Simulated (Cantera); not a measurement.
Charge: 1 mol Ca(OH)2, 7 mol H2O, 0.17 mol C, at 975 °C and 0.00260 bar.

Method: chemical equilibrium by Gibbs-energy minimisation in Cantera with the NASA 1993 tables (ideal gas, pure condensed phases). Candidate condensed phases: C, C6H6, C7H8, C8H18, Ca, CaCO3, CaO, Ca(OH)2, H2O; 115 gas species. The numbers say what is thermodynamically allowed, not how fast it happens.

Base state: H2O 0.939, H2 0.0403, CO2 0.0195, CO 0.00130 (mole fractions); condensed: CaO(s).

Problem. What changes in the equilibrium state with this change: H2O from 7 to 0.059 mol?

Solution. 
```csv
species,before,after
H2O,0.939,0.635
H2,0.0403,0.227
CO2,0.0195,0.0888
CO,0.00130,0.0495
"CaO(s), mol",1.00,1.00
```

Problem. What changes in the equilibrium state with this change: C from 0.17 to 0.095 mol?

Solution. 
| species | before | after |
|---|---|---|
| H2O | 0.939 | 0.965 |
| H2 | 0.0403 | 0.0231 |
| CO2 | 0.0195 | 0.0113 |
| CO | 0.00130 | 0.000421 |
| CaO(s), mol | 1.00 | 1.00 |

Problem. What changes in the equilibrium state with this change: C from 0.17 to 0.0091 mol?

Solution. 
```csv
species,before,after
H2O,0.939,0.997
H2,0.0403,0.00227
CO2,0.0195,0.00113
CO,0.00130,4.02e-6
"CaO(s), mol",1.00,1.00
```
